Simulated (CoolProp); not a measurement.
Isobutane along the isotherm 449.5 K: fugacity coefficient from the reference equation and from simpler models built on Tc = 407.8 K, pc = 3.629 MPa, ω = 0.184; each cubic takes its own stable root.

Model: reference Helmholtz-energy equation of state, Bücker 2006, in CoolProp.

| p (MPa) | phase | reference | van der Waals | Redlich-Kwong | Soave-Redlich-Kwong | Peng-Robinson |
|---|---|---|---|---|---|---|
| 0.111 | gas | 0.9925 | 0.9929 | 0.9922 | 0.9925 | 0.9914 |
| 0.21 | gas | 0.9858 | 0.9865 | 0.9852 | 0.9858 | 0.9838 |
| 0.398 | gas | 0.9732 | 0.9744 | 0.9721 | 0.9731 | (withheld) |
| 0.754 | gas | 0.9494 | 0.9517 | 0.9474 | 0.9494 | 0.9426 |
| 1.43 | gas | 0.9050 | 0.9087 | 0.9013 | 0.9050 | 0.8930 |
| 2.71 | gas | 0.8229 | 0.8277 | 0.8165 | 0.8237 | 0.8037 |
| 5.14 | supercritical | 0.6725 | 0.6681 | 0.6621 | 0.6773 | 0.6491 |
| 9.74 | supercritical | 0.4691 | 0.4768 | 0.4675 | 0.4883 | 0.4578 |
| 18.5 | supercritical | (withheld) | (withheld) | 0.3588 | 0.3784 | 0.3426 |
| 35 | supercritical | 0.3289 | 0.4352 | 0.3420 | 0.3634 | 0.3107 |

### Question
Some entries are withheld; supply them.

### Answer

- 0.398, Peng-Robinson: 0.9694
- 18.5, reference: 0.3515
- 18.5, van der Waals: 0.3930
